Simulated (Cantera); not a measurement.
Input (Python, Cantera) and output of one run.

```python
import numpy as np
import cantera as ct

gas_names = """
    CL CL2 H HCL H2 Si SiCL SiCL2 SiCL3 SiCL4 SiH SiHCL3 SiH2 SiH2CL2 SiH3 SiH3CL SiH4 Si2 Si3
""".split()
cond_names = """
    Si(cr) Si(L)
""".split()


# ... load() reads the species with a 1 bar reference pressure and builds the phases ...
atoms = {
    'SiCl4': {'Si': 1, 'CL': 4},
    'HCl': {'H': 1, 'CL': 1},
    'H2': {'H': 2},
}
top_T = {}  # K; cautious upper limits of use, not melting points


# ... equilibrate(T, P, feed) seeds the gas with the atoms and calls Mixture.equilibrate('TP', solver="vcs", rtol=1e-11, max_steps=5000) ...
results = []
feed = {'SiCl4': 1, 'HCl': 0.58, 'H2': 16}  # mol
T = 725  # K
P = 110000  # Pa
mix = equilibrate(T, P, feed)
results.append((T, P, feed, dict(zip(mix.species_names, mix.species_moles))))
print(gas.report(threshold=1e-06))
for i in range(1, mix.n_phases):
    print(f"{mix.phase(i).name:16s} {mix.phase_moles(i):12.5e} mol")
```

Output:

```
       temperature   725 K
          pressure   1.1e+05 Pa
           density   0.23177 kg/m^3
  mean mol. weight   12.701 kg/kmol
   phase of matter   gas

                          1 kg             1 kmol
                     ---------------   ---------------
          enthalpy       -2.0876e+06       -2.6515e+07  J
   internal energy       -2.5622e+06       -3.2543e+07  J
           entropy             13831        1.7567e+05  J/K
    Gibbs function       -1.2115e+07       -1.5388e+08  J
 heat capacity c_p            2651.2             33673  J/K
 heat capacity c_v            1996.6             25359  J/K

                      mass frac. Y      mole frac. X     chem. pot. / RT
                     ---------------   ---------------   ---------------
               HCL          0.096061          0.033466           -42.149
                H2           0.14438           0.90965           -16.769
             SiCL4           0.75451          0.056409           -156.02
            SiHCL3         0.0050446        0.00047305           -130.64
     [  +15 minor]        2.8486e-06        3.3785e-07

Si(cr)            0.00000e+00 mol
```

Equilibrium computed with Cantera from the NASA thermochemical tables; the gas is ideal and each condensed phase is pure.
